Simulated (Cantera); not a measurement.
A perfectly stirred reactor is fed with H2 : O2 : N2 = 1 : 0.385 : 2.54 (molar parts), at 3.50 bar; it is adiabatic with a 475 K inlet, and is followed from long to short residence time, starting on the burning branch (τ in s: 0.35, 0.14, 0.055, 0.022, 0.0089, 0.0036, 0.0014, 0.00057, 0.00023, 9.1e-05).

Model: GRI-Mech 3.0 (53 species, 325 reactions), integrated in Cantera. The hydrogen kinetics of GRI-Mech 3.0 are dated; newer H2 mechanisms differ, most at raised pressure.

Predict: blow-out, bracketed by the residence times tried; x(H2) at τ = 0.350 s; x(O2) at τ = 0.350 s; x(H2O2) at τ = 0.350 s; x(OH) at τ = 0.350 s; x(H2O) at τ = 0.350 s; x(H2) at τ = 3.60 ms; x(O2) at τ = 3.60 ms; x(H2O2) at τ = 3.60 ms; x(OH) at τ = 3.60 ms; x(H2O) at τ = 3.60 ms.


```json
{
 "blow_out_bracketed_by_the_residence_times_tried": "burning at 91.0 µs, the shortest tried",
 "x(H2) at τ = 0.350 s": "0.0648",
 "x(O2) at τ = 0.350 s": "1.61e-5",
 "x(H2O2) at τ = 0.350 s": "2.27e-9",
 "x(OH) at τ = 0.350 s": "0.000135",
 "x(H2O) at τ = 0.350 s": "0.217",
 "x(H2) at τ = 3.60 ms": "0.0641",
 "x(O2) at τ = 3.60 ms": "0.000253",
 "x(H2O2) at τ = 3.60 ms": "8.03e-8",
 "x(OH) at τ = 3.60 ms": "0.00106",
 "x(H2O) at τ = 3.60 ms": "0.215"
}
```
